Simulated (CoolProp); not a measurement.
Vapour-liquid equilibrium of o-xylene (1) + n-decane (2) at 96.2 kPa; x and y are mole fractions of (1).

Values from CoolProp's multi-fluid Helmholtz-energy mixture model, Zhou 2012 and Lemmon 2006; pair parameters Bell 2016.

```json
[
 {"x": "0.05", "bubble temperature (K)": "443.3", "y at the bubble point": "0.094", "dew temperature at overall composition x (K)": "444.2", "liquid density (mol/L)": "4.361"},
 {"x": "0.15", "bubble temperature (K)": "?", "y at the bubble point": "0.261", "dew temperature at overall composition x (K)": "442.1", "liquid density (mol/L)": "4.579"},
 {"x": "0.25", "bubble temperature (K)": "?", "y at the bubble point": "?", "dew temperature at overall composition x (K)": "439.8", "liquid density (mol/L)": "4.812"},
 {"x": "0.35", "bubble temperature (K)": "432.7", "y at the bubble point": "0.527", "dew temperature at overall composition x (K)": "437.4", "liquid density (mol/L)": "5.061"},
 {"x": "0.45", "bubble temperature (K)": "429.5", "y at the bubble point": "0.632", "dew temperature at overall composition x (K)": "434.8", "liquid density (mol/L)": "5.329"},
 {"x": "0.55", "bubble temperature (K)": "426.6", "y at the bubble point": "0.722", "dew temperature at overall composition x (K)": "432.0", "liquid density (mol/L)": "5.618"},
 {"x": "0.65", "bubble temperature (K)": "423.9", "y at the bubble point": "0.799", "dew temperature at overall composition x (K)": "429.0", "liquid density (mol/L)": "5.931"},
 {"x": "0.75", "bubble temperature (K)": "?", "y at the bubble point": "0.866", "dew temperature at overall composition x (K)": "425.6", "liquid density (mol/L)": "?"},
 {"x": "0.85", "bubble temperature (K)": "418.9", "y at the bubble point": "0.925", "dew temperature at overall composition x (K)": "422.0", "liquid density (mol/L)": "6.641"},
 {"x": "0.95", "bubble temperature (K)": "416.7", "y at the bubble point": "0.977", "dew temperature at overall composition x (K)": "?", "liquid density (mol/L)": "7.048"}
]
```

Question: Complete the blanks.

Answer: 
- 0.15, bubble temperature (K): 439.5
- 0.25, bubble temperature (K): 436.0
- 0.25, y at the bubble point: 0.405
- 0.75, bubble temperature (K): 421.3
- 0.75, liquid density (mol/L): 6.271
- 0.95, dew temperature at overall composition x (K): 417.8

No azeotrope shows between x = 0.05 and 0.95.

Pair parameters are fitted to limited data, so mixtures are less certain than the pure fluids.
